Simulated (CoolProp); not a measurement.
Methanol along the isobar 11300 kPa: fugacity coefficient from the reference equation and from simpler models built on Tc = 513.4 K, pc = 8216 kPa, ω = 0.565; each cubic takes its own stable root.

The numbers come from the reference Helmholtz-energy equation of state, de Reuck 1993 in CoolProp.

```
T (K)          phase  reference
-----  -------------  ---------
390.8         liquid    0.05594
413.8         liquid    0.09844
436.7         liquid     0.1594
459.6         liquid     0.2408
482.5         liquid     0.3419
505.4         liquid     0.4586
528.3  supercritical     0.5800
551.3  supercritical     0.6682
574.2  supercritical     0.7220
597.1  supercritical     0.7601
620    supercritical     0.7878
```

### Question
How far does each simpler model (van der Waals, Soave-Redlich-Kwong) lie from the reference over these 11 states: mean and median of the absolute difference, and the worst?

### Answer
- van der Waals: mean 71.0 %, median 17.0 %, worst +320.8 % at 390.8 K and 11300 kPa
- Soave-Redlich-Kwong: mean 6.3 %, median 6.0 %, worst +11.5 % at 413.8 K and 11300 kPa
